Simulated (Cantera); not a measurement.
Charge: 1 mol B2O3, a varied amount of H2, held at 92.0 Pa.

Equilibrium computed with Cantera from the NASA thermochemical tables; the gas is ideal and each condensed phase is pure. Candidate condensed phases: B, B2O3, B3O3H3, H2O; 23 gas species. The numbers say what is thermodynamically allowed, not how fast it happens.

Stable condensed phases, one row left out:

```
T in °C \ n(H2) in mol
         5.2 8.3  13  21  34  55  89
   1752    A   A   A   A   A   A   A
   1652    A   A   A   A   A   A   A
   1552    A   A   A   A   A   A   A
   1452    A   A   A   A   A   A   A
   1352    A   A   A   A   A   A   A
   1252    B   B   B   A   A   A   A
   1152    B   B   B   B   B   B   A
    952    B   B   B   B   B   B   B
    852    B   B   B   B   B   B   B
    752    B   B   B   B   B   B   B
    652    B   B   B   B   B   B   B
```

A: gas only; B: B2O3.

Task: Give the row for 1052 °C.

Result: 5.2: B2O3; 8.3: B2O3; 13: B2O3; 21: B2O3; 34: B2O3; 55: B2O3; 89: B2O3.
